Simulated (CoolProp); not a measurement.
Properties of R227EA along the isotherm 395.5 K (Tc = 374.9 K, pc = 29.25 bar, ω = 0.358).

Values from CoolProp's reference Helmholtz-energy equation of state, Lemmon 2016.

```csv
p (bar),phase,Z,Joule-Thomson coefficient (K/MPa),isothermal compressibility (1/MPa),expansivity (1/kK),conductivity (mW/(m K)),fugacity coefficient
0.231,gas,0.9978,7.160,43.39,2.549,20.7,0.9978
0.374,gas,0.9964,7.171,26.84,2.562,20.8,0.9964
0.604,gas,0.9941,7.189,16.65,2.582,20.8,0.9941
0.975,gas,0.9905,7.218,10.36,2.616,20.8,0.9905
1.58,gas,0.9845,7.266,6.429,2.673,20.9,0.9847
2.55,gas,0.9749,7.345,4.024,2.768,20.9,0.9754
4.11,gas,0.9592,7.479,2.539,2.931,21.1,0.9604
6.64,gas,0.9331,7.715,1.618,3.227,21.3,0.9364
10.7,gas,0.8894,8.152,1.059,3.808,21.8,0.8984
17.3,gas,0.8119,9.053,0.7318,5.199,22.9,0.8377
28,gas,0.6588,11.15,0.6105,10.52,26.8,0.7410
45.3,supercritical,0.3357,6.617,0.3820,30.92,41.4,0.5828
73.1,supercritical,0.3919,1.368,0.04499,7.457,43.8,0.4265
```

Thermal conductivity comes from a separate model (Huber 2003), an estimate that may be off by 10 % or more.
